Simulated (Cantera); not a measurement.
An adiabatic, constant-volume homogeneous reactor starts with 3.10 % CH₄, 4.02 % H₂, 19.5 % O₂, 73.4 % N₂, equivalence ratio 0.42, at 1050 K and 7.60 bar.

Detailed kinetics in Cantera: GRI-Mech 3.0 (53 species, 325 reactions).

Predict: time of steepest temperature rise; temperature at 2.00 s; equilibrium temperature; x(H₂) at 2.00 s; x(O₂) at 2.00 s; x(H₂O) at 2.00 s; x(NO) at 2.00 s.


```
Item                                                                  Result
---------------------------------  -----------------------------------------
time of steepest temperature rise                                    5.37 ms
temperature at 2.00 s                                                 2219 K
equilibrium temperature                                               2219 K
x(H₂) at 2.00 s                    0.000101 (gas-phase equilibrium 0.000101)
x(O₂) at 2.00 s                          0.110 (gas-phase equilibrium 0.110)
x(H₂O) at 2.00 s                         0.103 (gas-phase equilibrium 0.103)
x(NO) at 2.00 s                      0.00931 (gas-phase equilibrium 0.00931)
```
